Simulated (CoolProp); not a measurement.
Aqueous calcium chloride as a coolant, 3 % by mass, freezing at -1.4 °C, 1 atm.

Model: Melinder's fits for secondary coolants, in CoolProp.

```tsv
T (°C)	conductivity (W/(m K))	cp (kJ/(kg K))	density (kg/m³)	viscosity (mPa s)
2	0.564	4.001	1025	1.78
7.1	0.573	3.998	1024	1.52
12.2	0.582	3.998	1023	1.32
17.3	0.590	4.000	1023	1.16
22.5	(withheld)	4.003	1022	(withheld)
27.6	0.608	(withheld)	1021	0.917
32.7	0.616	4.012	1019	0.827
```

Q: Some entries are withheld; supply them.

A: 
- 22.5, conductivity (W/(m K)): 0.599
- 22.5, viscosity (mPa s): 1.02
- 27.6, cp (kJ/(kg K)): 4.007
